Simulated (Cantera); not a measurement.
Feed: 1 mol SiC, 0.01 mol O2, 4 mol H2, held at 1425 K and 4.50 mbar.

Method: chemical equilibrium by Gibbs-energy minimisation in Cantera with the NASA 1993 tables (ideal gas, pure condensed phases). Candidate condensed phases: C, C6H6, C7H8, C8H18, H2O, Si, SiC, SiO2; 123 gas species. Rates play no part.

Base state: H2 0.995, SiO 0.00249, CO 0.00249, H 0.000101 (mole fractions); condensed: SiC(s).

What changes in the equilibrium state with this change: temperature from 1425 K to 923.15 K?


```csv
species,before,after
H2,0.995,0.999
CH4,6.30e-7,0.00104
CO,0.00249,1.32e-6
SiO,0.00249,<1e-9
H,0.000101,3.66e-9
"SiC(s), mol",0.990,0.990
"C(graphite), mol",0,0.00583
"SiO2(β-quartz), mol",0,0.01000
```
